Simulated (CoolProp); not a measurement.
A single-stage vapour-compression cycle with the fluid: evaporating at 274.15 K (dew point), condensing at 340.15 K (bubble point), superheat 5 K, subcooling 5 K, compressor efficiency 0.75, no pressure losses. The same conditions are run with several fluids, on thermodynamics alone (safety and materials aside).

Computed with CoolProp (reference Helmholtz-energy equation of state of each fluid (cyclopentane: Gedanitz 2015; CH2F2 (R32): Tillner-Roth 1997; R152A: Outcalt 1996; R407C: Lemmon 2003; vinyl chloride: Thol 2022; R227EA: Lemmon 2016)). Blends and air are pseudo-pure fits.

Problem. Rank cyclopentane, CH2F2 (R32), R152A, R407C, vinyl chloride, R227EA by cooling COP, highest first.

Solution. cyclopentane (2.62), vinyl chloride (2.51), R152A (2.31), CH2F2 (R32) (1.99), R407C (1.82), R227EA (1.76)

```csv
fluid,pressure ratio,discharge temperature (K),refrigerating effect (kJ/kg),volumetric capacity (kJ/m³)
cyclopentane,11.7,373.3,316,144
CH2F2 (R32),5.45,412.0,196,4330
R152A,6.45,377.1,199,1680
R407C,6.74,379.2,116,2310
vinyl chloride,6.52,398.2,252,1270
R227EA,6.85,340.2,54.2,870
```

The compression ends wet for: R227EA.
